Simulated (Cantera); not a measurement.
A perfectly stirred reactor is fed with H2 : O2 : N2 = 1 : 0.385 : 1.45 (molar parts), at 56000 Pa; it is adiabatic with a 725 K inlet, and is followed from long to short residence time, starting on the burning branch (τ in s: 0.032, 0.017, 0.0088, 0.0046, 0.0024, 0.0013, 0.00067, 0.00035, 0.00019, 9.8e-05, 5.2e-05, 2.7e-05).

Cantera simulation using the H2/O2 subset of GRI-Mech 3.0, which has no nitrogen chemistry; the numbers are that mechanism's predictions, not measurements.

Q: What does this change do: inlet temperature 725 to 600 K?

A: 
| quantity | before | after |
|---|---|---|
| blow-out, bracketed by the residence times tried | burning at 27.0 µs, the shortest tried | burning at 27.0 µs, the shortest tried |
| x(H2) at τ = 32.0 ms | 0.0938 | 0.0931 |
| x(O2) at τ = 32.0 ms | 0.00138 | 0.000993 |
| x(H2O2) at τ = 32.0 ms | 6.37e-8 | 5.03e-8 |
| x(O) at τ = 32.0 ms | 0.00105 | 0.000723 |
| x(H) at τ = 32.0 ms | 0.0149 | 0.0127 |
| x(H2) at τ = 0.670 ms | 0.0952 | 0.0937 |
| x(O2) at τ = 0.670 ms | 0.00771 | 0.00734 |
| x(H2O2) at τ = 0.670 ms | 1.83e-7 | 2.14e-7 |
| x(O) at τ = 0.670 ms | 0.00618 | 0.00560 |
| x(H) at τ = 0.670 ms | 0.0487 | 0.0477 |

Q: What does this change do: O2 0.385 to 0.27 parts?

A: 
```json
[
 {"quantity": "blow-out, bracketed by the residence times tried", "before": "burning at 27.0 µs, the shortest tried", "after": "burning at 27.0 µs, the shortest tried"},
 {"quantity": "x(H2) at τ = 32.0 ms", "before": "0.0938", "after": "0.182"},
 {"quantity": "x(O2) at τ = 32.0 ms", "before": "0.00138", "after": "7.26e-5"},
 {"quantity": "x(H2O2) at τ = 32.0 ms", "before": "6.37e-8", "after": "9.61e-9"},
 {"quantity": "x(O) at τ = 32.0 ms", "before": "0.00105", "after": "7.56e-5"},
 {"quantity": "x(H) at τ = 32.0 ms", "before": "0.0149", "after": "0.0114"},
 {"quantity": "x(H2) at τ = 0.670 ms", "before": "0.0952", "after": "0.161"},
 {"quantity": "x(O2) at τ = 0.670 ms", "before": "0.00771", "after": "0.00124"},
 {"quantity": "x(H2O2) at τ = 0.670 ms", "before": "1.83e-7", "after": "1.50e-7"},
 {"quantity": "x(O) at τ = 0.670 ms", "before": "0.00618", "after": "0.00130"},
 {"quantity": "x(H) at τ = 0.670 ms", "before": "0.0487", "after": "0.0545"}
]
```
